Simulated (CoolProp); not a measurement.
Model: reference Helmholtz-energy equation of state, Thol 2017, in CoolProp.

### Question
Give the vapour pressure (MPa), liquid density (kg/m³), enthalpy of vaporisation (kJ/kg), liquid cp (kJ/(kg K)) of saturated decamethyltetrasiloxane (MD2M) at 123.25, 162.25 °C.

### Answer
```
T (°C)  p (MPa)  liquid density (kg/m³)  enthalpy of vaporisation (kJ/kg)  liquid cp (kJ/(kg K))
------  -------  ----------------------  --------------------------------  ---------------------
123.25   0.0118                     749                               155                   1.96
162.25   0.0430                     706                               142                   2.04
```
